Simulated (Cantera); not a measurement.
# HI + H2 + O2 (abatement and gas-phase synthesis)

Charge: 1 mol HI, 0.55 mol H2, 0.24 mol O2, at 7.50 Torr.

Equilibrium computed with Cantera from the NASA thermochemical tables; the gas is ideal and each condensed phase is pure. Candidate condensed phases: H2O, I2; 25 gas species. Ions and electrons are included (thermal ionisation). Rates play no part.

From 2000 K to 5000 K nothing is condensed.

| T (K) | x H | x I | x H2 | x H2O | x O | x OH | x HI |
|---|---|---|---|---|---|---|---|
| 2000 | 0.00841 | 0.474 | 0.268 | 0.234 | 1.69e-5 | 0.000735 | 0.0148 |
| 2500 | 0.117 | 0.446 | 0.218 | 0.184 | 0.00725 | 0.0205 | 0.00445 |
| 3000 | 0.451 | 0.320 | 0.0815 | 0.0154 | 0.0959 | 0.0283 | 0.000970 |
| 3500 | 0.572 | 0.283 | 0.00938 | 0.000131 | 0.131 | 0.00368 | 0.000175 |
| 4000 | 0.584 | 0.280 | 0.00134 | 2.15e-6 | 0.134 | 0.000547 | 4.46e-5 |
| 4500 | 0.586 | 0.279 | 0.000287 | 8.40e-8 | 0.134 | 0.000120 | 1.51e-5 |
| 5000 | 0.586 | 0.279 | 8.31e-5 | 6.21e-9 | 0.134 | 3.54e-5 | 6.33e-6 |
x: gas mole fraction; nothing condenses.
